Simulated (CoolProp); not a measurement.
A closed Brayton cycle with carbon dioxide: compressor inlet 309.15 K and 9.9 MPa, high pressure 31.4 MPa, turbine inlet 900 K, compressor efficiency 0.89, turbine efficiency 0.93, recuperator effectiveness 0.8 (on enthalpy, no pinch check). Each further row changes one setting.

Values from CoolProp's reference Helmholtz-energy equation of state, Span 1996.

| case | thermal efficiency (%) | net work (kJ/kg) | compressor to turbine work | compressor exit (K) | turbine exit (K) |
|---|---|---|---|---|---|
| as stated | 35.3 | 139 | 0.19 | 341.9 | 749.7 |
| turbine inlet 850 K | 34.4 | 129 | 0.20 | 341.9 | 705.0 |
| compressor inlet 319.15 K | 34.8 | 129 | 0.25 | 379.6 | 749.7 |
| high pressure 26.7 MPa | 33.1 | 124 | 0.17 | 336.3 | 770.1 |
| recuperator effectiveness 0.5 | 25.5 | 139 | 0.19 | 341.9 | 749.7 |
